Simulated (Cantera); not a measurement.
An isothermal, constant-pressure homogeneous reactor starts with 23.7 % H₂, 76.3 % O₂, at 950 K and 2670 Pa.

Computed with Cantera and the H2/O2 subset of GRI-Mech 3.0, which has no nitrogen chemistry. Radical loss at walls, strong at low pressure, is not modelled. The temperature is held fixed by assumption; the heat of reaction is taken as removed at once.

x: mole fraction; the columns are a selection and need not sum to one.

```tsv
t (s)	x H₂	x O₂	x H₂O	x OH	x HO₂	x O
0.000500	0.237	0.763	5.29e-9	5.37e-10	6.11e-10	1.57e-9
0.00135	0.237	0.763	6.46e-6	6.09e-7	2.34e-7	1.78e-6
0.00362	0.0214	0.706	0.210	0.00508	4.02e-5	0.0157
0.00976	0.00158	0.731	0.266	0.000523	2.28e-5	0.000746
0.0263	(withheld)	0.731	0.268	(withheld)	(withheld)	(withheld)
0.0707	6.60e-5	0.732	0.268	7.03e-5	2.14e-6	1.91e-5
0.190	9.54e-6	0.732	0.268	3.22e-5	4.49e-7	3.50e-6
0.512	9.78e-7	0.732	0.268	1.49e-5	8.91e-8	7.01e-7
1.38	8.24e-8	0.732	0.268	7.40e-6	2.14e-8	1.72e-7
3.71	1.22e-8	0.732	0.268	4.01e-6	6.47e-9	5.07e-8
10.0	(withheld)	0.732	0.268	(withheld)	(withheld)	(withheld)
```

**Question.** Fill in the missing entries.

**Answer.** 
- 0.0263, x H₂: 0.000333
- 0.0263, x OH: 0.000158
- 0.0263, x HO₂: 7.64e-6
- 0.0263, x O: 0.000103
- 10.0, x H₂: 3.39e-9
- 10.0, x OH: 2.29e-6
- 10.0, x HO₂: 2.24e-9
- 10.0, x O: 1.67e-8
